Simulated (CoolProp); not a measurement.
Vapour-liquid equilibrium of n-pentane (1) + acetone (2) at 0.419 MPa; x and y are mole fractions of (1).

Model: multi-fluid Helmholtz-energy mixture model, Thol 2019 and Lemmon 2006; pair parameters Bell 2016, in CoolProp.

| x | bubble temperature, mixture model (°C) | bubble temperature, Raoult's law (°C) | y, mixture model | y, Raoult's law |
|---|---|---|---|---|
| 0.05 | … | 103.5 | 0.171 | 0.077 |
| 0.125 | 92.0 | 101.9 | … | 0.184 |
| 0.2 | 87.8 | 100.2 | 0.437 | 0.285 |
| 0.275 | 85.1 | 98.7 | 0.504 | 0.378 |
| 0.35 | 83.3 | 97.1 | … | 0.464 |
| 0.425 | 82.1 | 95.6 | 0.588 | 0.544 |
| 0.5 | 81.3 | 94.1 | 0.619 | 0.619 |
| 0.575 | 80.8 | 92.7 | 0.649 | 0.688 |
| 0.65 | 80.4 | 91.3 | 0.680 | 0.753 |
| 0.725 | 80.4 | 89.9 | 0.716 | 0.813 |
| 0.8 | 80.6 | 88.6 | 0.762 | 0.869 |
| 0.875 | 81.5 | 87.3 | 0.823 | 0.921 |
| 0.95 | 83.2 | 86.0 | 0.913 | 0.969 |

Problem. Fill in the missing entries.

Solution. 
- 0.05, bubble temperature, mixture model (°C): 98.5
- 0.125, y, mixture model: 0.336
- 0.35, y, mixture model: 0.551

The largest gap from Raoult's law is -13.8 K in bubble temperature, at x = 0.35. y crosses x between x = 0.65 and 0.725: the model has an azeotrope there.

The pair parameters rest on a limited set of measurements; away from them the model extrapolates.
